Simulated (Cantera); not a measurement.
A Cantera script and its output.

```python
import numpy as np
import cantera as ct

gas = ct.Solution("gri30.yaml")
gas.TPX = 775, 500000, {'CH4': 1, 'H2': 0.91, 'O2': 0.99, 'N2': 5.13}
inlet = ct.Reservoir(gas, clone=True)
gas.equilibrate("HP")  # start burning
reactor = ct.IdealGasConstPressureReactor(gas, energy="on", clone=False)
exhaust = ct.Reservoir(gas, clone=True)
tau = [0.11, 0.041, 0.016, 0.006, 0.0023, 0.00087, 0.00033, 0.00013, 4.8e-05, 1.8e-05, 7e-06][0]
for a, b in ((inlet, reactor), (reactor, exhaust)):
    ct.MassFlowController(a, b, mdot=lambda t: reactor.mass / tau)
net = ct.ReactorNet([reactor])
show = ['CH4', 'H2', 'O2', 'HCN', 'H', 'CO']

rows = []
print(f"{'tau/s':>10s}{'T/K':>9s}" + "".join(f"{s:>11s}" for s in show))
for tau in [0.11, 0.041, 0.016, 0.006, 0.0023, 0.00087, 0.00033, 0.00013, 4.8e-05, 1.8e-05, 7e-06]:
    net.initial_time = 0.0
    net.advance(30 * tau)
    before = gas.X
    net.advance(40 * tau)
    drift = np.max(np.abs(gas.X - before) / (gas.X + 1e-9))
    rows.append([gas.T, *gas[show].X, drift])
    print(f"{tau:10.3e}{gas.T:9.1f}" + "".join(f"{x:11.3e}" for x in gas[show].X))
```

It prints:

```
     tau/s      T/K        CH4         H2         O2        HCN          H         CO
 1.100e-01   1754.9  1.696e-02  1.547e-01  3.673e-04  8.643e-07  4.947e-05  6.159e-02
 4.100e-02   1770.9  2.067e-02  1.428e-01  7.945e-04  1.147e-06  5.922e-05  5.674e-02
 1.600e-02   1781.8  2.459e-02  1.330e-01  1.635e-03  1.341e-06  7.077e-05  5.354e-02
 6.000e-03   1783.5  2.913e-02  1.247e-01  3.446e-03  1.311e-06  8.487e-05  5.167e-02
 2.300e-03   1765.0  3.445e-02  1.188e-01  7.286e-03  9.133e-07  9.792e-05  5.086e-02
 8.700e-04   1686.1  4.398e-02  1.147e-01  1.822e-02  2.222e-07  9.339e-05  4.889e-02
 3.300e-04    775.0  1.245e-01  1.133e-01  1.233e-01 -9.854e-21  5.359e-15 -3.167e-15
 1.300e-04    775.0  1.245e-01  1.133e-01  1.233e-01  1.428e-26  4.892e-15  6.588e-21
 4.800e-05    775.0  1.245e-01  1.133e-01  1.233e-01  1.698e-31  4.256e-15  1.801e-22
 1.800e-05    775.0  1.245e-01  1.133e-01  1.233e-01  1.257e-35  3.693e-15  1.379e-23
 7.000e-06    775.0  1.245e-01  1.133e-01  1.233e-01  1.199e-38  3.327e-15  1.044e-24
```

Computed with Cantera and GRI-Mech 3.0 (53 species, 325 reactions).
